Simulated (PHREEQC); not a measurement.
A solution holds 0.03 mol HCl, 0.0016 mol KHSO4 and 0.0031 mol MnSO4 per kg of water, at 25 °C and 50 atm. Closed to the air; pH follows from the charge balance.

All values are PHREEQC results (ion-association model, phreeqc.dat), not measurements.

No solid was allowed to form.

**Question.** Estimate the pH, specific conductance, ionic strength.

**Answer.** pH 1.60; specific conductance 11600 µS/cm; ionic strength 0.0408 mol/kgw.

**Question.** In which forms is Mn present?

**Answer.** Mn+2 88 %, MnSO4 6.9 %, MnCl+ 5.4 % of the Mn.

Under pressure, the constants of complexes without a molar volume in the database are unreliable.
